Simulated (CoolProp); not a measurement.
Vapour-liquid equilibrium of acetone (1) + n-nonane (2) at 60.85 °C; x and y are mole fractions of (1).

Computed with CoolProp (multi-fluid Helmholtz-energy mixture model, Lemmon 2006 and Lemmon 2006; pair parameters Bell 2016).

Problem. Give the bubble pressure and the first vapour's composition at x = 0.2, 0.65, 0.95. Is there an azeotrope?

Solution. x = 0.2: 0.6636 bar, y = 0.944; x = 0.65: 0.9593 bar, y = 0.968; x = 0.95: 1.141 bar, y = 0.992. No azeotrope shows between x = 0.05 and 0.95.

Pair parameters are fitted to limited data, so mixtures are less certain than the pure fluids. With so large a gap from Raoult's law the liquid may split in two, which this calculation doesn't test in full.
